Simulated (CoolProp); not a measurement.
Vapour-liquid equilibrium of o-xylene (1) + n-decane (2) at 77.15 °C; x and y are mole fractions of (1).

Values from CoolProp's multi-fluid Helmholtz-energy mixture model, Zhou 2012 and Lemmon 2006; pair parameters Bell 2016.

| x | bubble pressure (MPa) | y at the bubble point | dew pressure at overall composition x (MPa) | liquid density (mol/L) |
|---|---|---|---|---|
| 0.05 | ___ | 0.143 | 0.003701 | 4.920 |
| 0.2 | 0.005140 | ___ | ___ | ___ |
| 0.35 | 0.006321 | 0.631 | 0.004707 | 5.609 |
| 0.5 | 0.007489 | 0.760 | ___ | 6.018 |
| 0.65 | 0.008644 | 0.853 | 0.006469 | ___ |
| 0.8 | 0.009791 | 0.925 | ___ | 7.005 |
| 0.95 | 0.01094 | ___ | 0.01025 | 7.608 |

Question: Some entries are withheld; supply them.

Answer: 
- 0.05, bubble pressure (MPa): 0.003962
- 0.2, y at the bubble point: 0.443
- 0.2, dew pressure at overall composition x (MPa): 0.004143
- 0.2, liquid density (mol/L): 5.246
- 0.5, dew pressure at overall composition x (MPa): 0.005449
- 0.65, liquid density (mol/L): 6.479
- 0.8, dew pressure at overall composition x (MPa): 0.007949
- 0.95, y at the bubble point: 0.983

No azeotrope shows between x = 0.05 and 0.95.

The pair parameters rest on a limited set of measurements; away from them the model extrapolates.
